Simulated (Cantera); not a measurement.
Reactions in the system Cl-N-O-Ti

Source: NASA polynomial tables (part measured, part estimated), evaluated in Cantera. Values are per mole of reaction as written; species without (g) are pure solids or liquids, kept so even where they would boil at 1 bar.

2 Cl(g) + TiCl₄(g) + Ti₂O₃ ⇌ 3 TiOCl₂(g)

```json
[
 {"T (K)": "373", "ΔH° (kJ)": "402.9", "ΔS° (J/K)": "194.9", "ΔG° (kJ)": "330.2", "log10 K": "-46.24"},
 {"T (K)": "398", "ΔH° (kJ)": "402.1", "ΔS° (J/K)": "192.8", "ΔG° (kJ)": "325.4", "log10 K": "-42.70"},
 {"T (K)": "423", "ΔH° (kJ)": "401.2", "ΔS° (J/K)": "190.5", "ΔG° (kJ)": "320.6", "log10 K": "-39.59"},
 {"T (K)": "448", "ΔH° (kJ)": "400.0", "ΔS° (J/K)": "187.8", "ΔG° (kJ)": "315.9", "log10 K": "-36.83"},
 {"T (K)": "473", "ΔH° (kJ)": "397.6", "ΔS° (J/K)": "182.6", "ΔG° (kJ)": "311.2", "log10 K": "-34.37"},
 {"T (K)": "498", "ΔH° (kJ)": "396.5", "ΔS° (J/K)": "180.3", "ΔG° (kJ)": "306.7", "log10 K": "-32.17"},
 {"T (K)": "523", "ΔH° (kJ)": "395.3", "ΔS° (J/K)": "178.1", "ΔG° (kJ)": "302.2", "log10 K": "-30.18"}
]
```

2 NO₂(g) + 2 TiCl₄ ⇌ N₂(g) + 4 Cl₂(g) + 2 TiO₂

| T (K) | ΔH° (kJ) | ΔS° (J/K) | ΔG° (kJ) | log10 K |
|---|---|---|---|---|
| 373 | -355.8 | 180.5 | -423.2 | 59.26 |
| 398 | -357.8 | 175.4 | -427.6 | 56.12 |
| 423 | -359.7 | 170.8 | -432.0 | 53.34 |
| 448 | -361.6 | 166.5 | -436.2 | 50.85 |
| 473 | -363.4 | 162.5 | -440.3 | 48.62 |
| 498 | -365.3 | 158.7 | -444.3 | 46.60 |
| 523 | -367.1 | 155.1 | -448.2 | 44.76 |
